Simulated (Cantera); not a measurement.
Cantera run, input and output.

```python
import numpy as np
import cantera as ct

gas = ct.Solution("gri30.yaml")
gas.TPX = 1625, 970000, {'H2': 1, 'O2': 0.333, 'N2': 3.67, 'NO': 0.0067}
reactor = ct.IdealGasConstPressureReactor(gas, energy="on", clone=False)
net = ct.ReactorNet([reactor])
net.rtol, net.atol = 1e-08, 1e-16
show = ['H2', 'O2', 'NO', 'N2', 'H', 'N2O']
times = np.geomspace(2e-06, 7, 15)

steps = ct.SolutionArray(gas, extra=["t"])
rows = []
print(f"{'t/s':>10s}{'T/K':>9s}{'P/Pa':>11s}" + "".join(f"{s:>11s}" for s in show))
for t in times:
    while net.time < t:
        t_next = net.step()
        steps.append(gas.state, t=t_next)
    rows.append([np.interp(t, steps.t, y) for y in (steps.T, steps.P, *steps(*show).X.T)])
    print(f"{t:10.3e}{rows[-1][0]:9.1f}{rows[-1][1]:11.4g}" + "".join(f"{x:11.3e}" for x in rows[-1][2:]))
rate = np.gradient(steps.T, steps.t)
print("integrator steps:", len(steps.t))
if steps.T.max() > steps.T[0] + 200:
    print(f"time of steepest temperature rise: {steps.t[rate.argmax()]:.4e} s")
gas.TPX = 1625, 970000, {'H2': 1, 'O2': 0.333, 'N2': 3.67, 'NO': 0.0067}
gas.equilibrate("HP")
print(f"equilibrium (HP): T = {gas.T:.1f} K  " + "  ".join(f"{s} {gas[s].X[0]:.3e}" for s in show))
```

Output:

```
       t/s      T/K       P/Pa         H2         O2         NO         N2          H        N2O
 2.000e-06   1821.6    9.7e+05  1.017e-01  2.441e-02  1.348e-03  7.415e-01  4.531e-02  3.868e-07
 5.868e-06   2375.8    9.7e+05  6.762e-02  9.921e-04  1.442e-03  7.735e-01  1.809e-02  1.291e-07
 1.721e-05   2497.2    9.7e+05  6.963e-02  1.425e-04  1.420e-03  7.810e-01  6.371e-03  1.510e-07
 5.050e-05   2531.1    9.7e+05  7.040e-02  2.958e-05  1.324e-03  7.831e-01  2.961e-03  2.024e-07
 1.482e-04   2536.7    9.7e+05  7.033e-02  2.147e-05  1.129e-03  7.835e-01  2.546e-03  1.731e-07
 4.347e-04   2539.5    9.7e+05  7.001e-02  2.217e-05  7.883e-04  7.838e-01  2.561e-03  1.052e-07
 1.275e-03   2542.3    9.7e+05  6.967e-02  2.299e-05  4.375e-04  7.841e-01  2.580e-03  5.885e-08
 3.742e-03   2543.6    9.7e+05  6.952e-02  2.339e-05  2.779e-04  7.843e-01  2.589e-03  4.621e-08
 1.098e-02   2543.7    9.7e+05  6.951e-02  2.343e-05  2.622e-04  7.843e-01  2.590e-03  4.526e-08
 3.221e-02   2543.7    9.7e+05  6.951e-02  2.343e-05  2.622e-04  7.843e-01  2.590e-03  4.526e-08
 9.449e-02   2543.7    9.7e+05  6.951e-02  2.343e-05  2.622e-04  7.843e-01  2.590e-03  4.526e-08
 2.772e-01   2543.7    9.7e+05  6.951e-02  2.343e-05  2.622e-04  7.843e-01  2.590e-03  4.526e-08
 8.133e-01   2543.7    9.7e+05  6.951e-02  2.343e-05  2.622e-04  7.843e-01  2.590e-03  4.526e-08
 2.386e+00   2543.7    9.7e+05  6.951e-02  2.343e-05  2.622e-04  7.843e-01  2.590e-03  4.526e-08
 7.000e+00   2543.7    9.7e+05  6.951e-02  2.343e-05  2.622e-04  7.843e-01  2.590e-03  4.526e-08
integrator steps: 1411
time of steepest temperature rise: 1.9943e-06 s
equilibrium (HP): T = 2543.7 K  H2 6.951e-02  O2 2.343e-05  NO 2.622e-04  N2 7.843e-01  H 2.590e-03  N2O 4.526e-08
```

Detailed kinetics in Cantera: GRI-Mech 3.0 (53 species, 325 reactions). The hydrogen kinetics of GRI-Mech 3.0 are dated; newer H2 mechanisms differ, most at raised pressure.
